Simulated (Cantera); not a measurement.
# Aluminium nitride and oxide growth: AlCl3 + H2O + N2

Charge: 1 mol AlCl3, 0.76 mol H2O, 13 mol N2, at 1.33 mbar.

These are equilibrium values from Cantera (NASA tables, ideal gas, pure condensed phases), not measurements of a reactor. Candidate condensed phases: Al, AlCl3, AlN, Al2O3, H2O, NH4Cl; 45 gas species. The tables' values for AlCl2, AlOH are old estimates; treat these amounts as uncertain. Condensed phases not in the tables: AlOCl. Kinetics and transport are ignored.

From 773 K to 2273 K the condensed part is Al2O3(s). The main Al-bearing gas is AlCl3 at 773 K and AlCl at 2273 K.

```
T (K)   x N2   x HCl      x Cl   x AlCl3    x AlCl       x H  n Al2O3(s)
-----  -----  ------  --------  --------  --------  --------  ----------
773    0.866   0.101   1.70e-8    0.0328    <1e-12    <1e-12       0.253
923    0.866   0.101   8.96e-7    0.0329    <1e-12  4.89e-12       0.253
1073   0.866   0.101   1.34e-5    0.0329  1.26e-11   1.01e-9       0.253
1223   0.866   0.101  0.000102    0.0329   9.56e-9   5.80e-8       0.253
1373   0.866   0.101  0.000511    0.0328   1.61e-6   1.36e-6       0.253
1523   0.865  0.0998   0.00203    0.0321   8.17e-5   1.58e-5       0.253
1673   0.860  0.0985   0.00756    0.0285   0.00128   9.89e-5       0.253
1823   0.846  0.0959    0.0246    0.0178   0.00748  0.000418       0.253
1973   0.822  0.0898    0.0528   0.00444    0.0200   0.00174       0.250
2123   0.805  0.0758    0.0748  0.000426    0.0271   0.00718       0.244
2273   0.788  0.0527    0.0958   4.06e-5    0.0286    0.0210       0.230
```
x: gas mole fraction; n: condensed amount in mol.
